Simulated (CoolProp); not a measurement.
Saturation properties of CHF3 (R23).

Model: reference Helmholtz-energy equation of state, Penoncello 2003, in CoolProp.

| T (°C) | p (MPa) | liquid density (kg/m³) | enthalpy of vaporisation (kJ/kg) | liquid cp (kJ/(kg K)) | vapour Z | liquid viscosity (µPa s) |
|---|---|---|---|---|---|---|
| -56.85 | 0.3587 | 1345 | 216.9 | 1.300 | 0.9043 | 209 |
| -51.15 | 0.4569 | 1320 | 211.2 | 1.320 | 0.8881 | 193 |
| -45.45 | 0.5742 | 1295 | 205.1 | 1.344 | 0.8702 | 179 |
| -39.85 | 0.7105 | 1269 | 198.8 | 1.372 | 0.8508 | 166 |
| -34.15 | 0.8728 | 1241 | 192.0 | 1.404 | 0.8293 | 153 |
| -28.45 | 1.061 | 1212 | 184.8 | 1.443 | 0.8056 | 142 |
| -22.85 | 1.275 | 1183 | 177.1 | 1.489 | 0.7803 | 131 |
| -17.15 | 1.524 | 1150 | 168.6 | 1.547 | 0.7520 | 121 |
| -11.55 | 1.802 | 1116 | 159.5 | 1.619 | 0.7215 | 111 |
| -5.85 | 2.123 | 1078 | 149.4 | 1.715 | 0.6873 | 102 |
| -0.15 | 2.485 | 1036 | 138.0 | 1.849 | 0.6491 | 92.8 |
| 5.45 | 2.884 | 989.9 | 125.2 | 2.046 | 0.6069 | 83.7 |
| 11.15 | 3.340 | 934.8 | 109.8 | 2.387 | 0.5572 | 74.3 |

It boils at -82.0 °C under 1 atm.

Viscosity comes from a separate model (Shan 2000).
